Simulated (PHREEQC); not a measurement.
Acid rinse or clean: an equilibrium model

Dissolve 0.031 mol/kgw HF, 0.00013 mol/kgw NaCl and 0.0018 mol/kgw KCl at 50 °C. Closed to the air; pH follows from the charge balance.

The numbers come from PHREEQC with the ion-association model, phreeqc.dat.

```yaml
pH: 2.45
ionic_strength: 0.00576 mol/kgw
total_alkalinity: -31.0 meq/kg
```

| species | molality | activity | log γ |
|---|---|---|---|
| HF | 0.0268 | 0.0268 | 0.001 |
| H+ | 0.00383 | 0.00355 | -0.033 |
| F- | 0.00343 | 0.00315 | -0.037 |
| Cl- | 0.00193 | 0.00177 | -0.037 |
| K+ | 0.00180 | 0.00165 | -0.037 |
| HF2- | 0.000398 | 0.000366 | -0.037 |
| Na+ | 0.000130 | 0.000119 | -0.036 |
| NaF | 2.16e-7 | 2.16e-7 | 0.001 |

No solid was allowed to form. At this temperature some constants are extrapolated from 25 °C, and those without enthalpy data are left unchanged.
